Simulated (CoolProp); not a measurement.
A Linde-Hampson liquefier for CF4 (R14): isothermal reversible compression at 280 K from 1 atm to 15 MPa, throttling to 1 atm, return gas leaving the recuperator 5 K below the feed. Each further row changes one setting.

The numbers come from the reference Helmholtz-energy equation of state, Platzer 1990 in CoolProp. This equation is an older, rougher fit; its heat capacities, sound speeds and derivatives of the liquid may be far off and weren't checked against measurements.

```csv
case,liquid yield per pass,compression work (kJ/kg of gas)
as stated,___,116
high pressure 30 MPa,___,131
warm-end temperature 310 K,___,135
warm-end gap 10 K,___,116
```

Q: What belongs in the gaps?

A: 
- as stated, liquid yield per pass: 0.297
- high pressure 30 MPa, liquid yield per pass: 0.334
- warm-end temperature 310 K, liquid yield per pass: 0.208
- warm-end gap 10 K, liquid yield per pass: 0.286
